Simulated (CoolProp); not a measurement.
The numbers come from the reference Helmholtz-energy equation of state, Lemmon 2006 in CoolProp. It is a short technical equation, of lower accuracy than the large ones.

Task: For toluene, give the phase and the cv (kJ/(kg K)), Joule-Thomson coefficient (K/MPa), viscosity (µPa s) at 519.4 K and 1.13 MPa.

Result: 
- 519.4 K and 1.13 MPa: gas; cv 1.88, Joule-Thomson coefficient 15.2, viscosity 12.0

Viscosity comes from a separate model (Avgeri 2015).
